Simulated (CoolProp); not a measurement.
Ethanol at several states: fugacity coefficient from the reference equation and from simpler models built on Tc = 514.7 K, pc = 6268 kPa, ω = 0.644; each cubic takes its own stable root.

Values from CoolProp's reference Helmholtz-energy equation of state, Schroeder 2014.

```csv
T (K),p (kPa),phase,reference,Redlich-Kwong,Soave-Redlich-Kwong,Peng-Robinson
371.8,76.6,gas,0.9820,0.9897,0.9867,0.9862
301.1,39.3,liquid,[?],[?],0.2192,0.2426
213.2,8000,liquid,9.802e-7,0.0001150,4.657e-7,[?]
```

Question: What belongs in the gaps?

Answer: 
- 301.1, reference: 0.2361
- 301.1, Redlich-Kwong: 0.9907
- 213.2, Peng-Robinson: 6.697e-7

At some of these states Redlich-Kwong gives the other phase, because its saturation line lies elsewhere.
